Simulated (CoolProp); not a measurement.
Properties of hydrogen chloride along the isotherm 55.75 °C (Tc = 51.5 °C, pc = 83.14 bar, ω = 0.130).

Values from CoolProp's reference Helmholtz-energy equation of state, Thol 2018.

| p (bar) | phase | Z | cv (kJ/(kg K)) | Joule-Thomson coefficient (K/MPa) | expansivity (1/kK) |
|---|---|---|---|---|---|
| 0.131 | gas | 0.9994 | 0.5713 | 12.53 | 3.046 |
| 0.249 | gas | 0.9989 | 0.5716 | 12.53 | 3.051 |
| 0.472 | gas | 0.9980 | 0.5723 | 12.52 | 3.060 |
| 0.896 | gas | 0.9961 | 0.5734 | 12.51 | 3.077 |
| 1.7 | gas | 0.9926 | 0.5756 | 12.49 | 3.111 |
| 3.22 | gas | 0.9860 | 0.5799 | 12.46 | 3.176 |
| 6.1 | gas | 0.9733 | 0.5881 | 12.39 | 3.306 |
| 11.6 | gas | 0.9485 | 0.6048 | 12.26 | 3.581 |
| 21.9 | gas | 0.9000 | 0.6396 | 11.99 | 4.214 |
| 41.6 | gas | 0.7977 | 0.7226 | 11.35 | 6.159 |
